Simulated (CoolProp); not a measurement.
C2F6 (R116) along the isotherm 309 K: density (kg/m³) from the reference equation and from simpler models built on Tc = 293.0 K, pc = 3.048 MPa, ω = 0.257; each cubic takes its own stable root.

Computed with CoolProp (reference Helmholtz-energy equation of state, Lemmon 2006). It is a short technical equation, of lower accuracy than the large ones.

| p (MPa) | phase | reference |
|---|---|---|
| 3.39 | supercritical | 320.5 |
| 6.77 | supercritical | 974.1 |
| 10.2 | supercritical | 1096 |
| 13.5 | supercritical | 1164 |
| 16.9 | supercritical | 1214 |
| 20.3 | supercritical | 1254 |
| 23.7 | supercritical | 1287 |
| 27.1 | supercritical | 1316 |
| 30.5 | supercritical | 1341 |

Problem. How far does each simpler model (ideal gas, van der Waals, Redlich-Kwong, Soave-Redlich-Kwong, Peng-Robinson) lie from the reference over these 9 states: mean and median of the absolute difference, and the worst?

Solution. 
- ideal gas: mean 29.5 %, median 25.2 %, worst -62.7 % at 309 K and 6.77 MPa
- van der Waals: mean 20.3 %, median 22.4 %, worst -22.9 % at 309 K and 30.5 MPa
- Redlich-Kwong: mean 2.8 %, median 2.5 %, worst -7.8 % at 309 K and 6.77 MPa
- Soave-Redlich-Kwong: mean 3.8 %, median 2.5 %, worst -10.8 % at 309 K and 6.77 MPa
- Peng-Robinson: mean 6.4 %, median 7.0 %, worst +10.2 % at 309 K and 30.5 MPa
